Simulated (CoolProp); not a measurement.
Vapour-liquid equilibrium of R143a (1) + n-butane (2) at 255.6 K; x and y are mole fractions of (1).

The numbers come from the multi-fluid Helmholtz-energy mixture model, Lemmon and Jacobsen 2000 and Bücker 2006; pair parameters Bell 2016 in CoolProp.

```json
[
 {"x": "0.05", "bubble pressure, mixture model (bar)": "1.141", "bubble pressure, Raoult's law (bar)": "0.6514", "y, mixture model": "0.566", "y, Raoult's law": "0.265"},
 {"x": "0.15", "bubble pressure, mixture model (bar)": "1.946", "bubble pressure, Raoult's law (bar)": "0.9456", "y, mixture model": "0.756", "y, Raoult's law": "0.547"},
 {"x": "0.25", "bubble pressure, mixture model (bar)": "2.371", "bubble pressure, Raoult's law (bar)": "1.240", "y, mixture model": "0.808", "y, Raoult's law": "0.695"},
 {"x": "0.35", "bubble pressure, mixture model (bar)": "2.605", "bubble pressure, Raoult's law (bar)": "1.534", "y, mixture model": "0.832", "y, Raoult's law": "0.786"},
 {"x": "0.45", "bubble pressure, mixture model (bar)": "2.752", "bubble pressure, Raoult's law (bar)": "1.828", "y, mixture model": "0.847", "y, Raoult's law": "0.848"},
 {"x": "0.55", "bubble pressure, mixture model (bar)": "2.868", "bubble pressure, Raoult's law (bar)": "2.123", "y, mixture model": "0.860", "y, Raoult's law": "0.893"},
 {"x": "0.65", "bubble pressure, mixture model (bar)": "2.982", "bubble pressure, Raoult's law (bar)": "2.417", "y, mixture model": "0.875", "y, Raoult's law": "0.927"},
 {"x": "0.75", "bubble pressure, mixture model (bar)": "3.105", "bubble pressure, Raoult's law (bar)": "2.711", "y, mixture model": "0.895", "y, Raoult's law": "0.954"},
 {"x": "0.85", "bubble pressure, mixture model (bar)": "3.242", "bubble pressure, Raoult's law (bar)": "3.005", "y, mixture model": "0.925", "y, Raoult's law": "0.975"},
 {"x": "0.95", "bubble pressure, mixture model (bar)": "3.382", "bubble pressure, Raoult's law (bar)": "3.300", "y, mixture model": "0.969", "y, Raoult's law": "0.992"}
]
```

The largest gap from Raoult's law is +105.8 % in bubble pressure, at x = 0.15. No azeotrope shows between x = 0.05 and 0.95.

The pair parameters rest on a limited set of measurements; away from them the model extrapolates. With so large a gap from Raoult's law the liquid may split in two, which this calculation doesn't test in full.
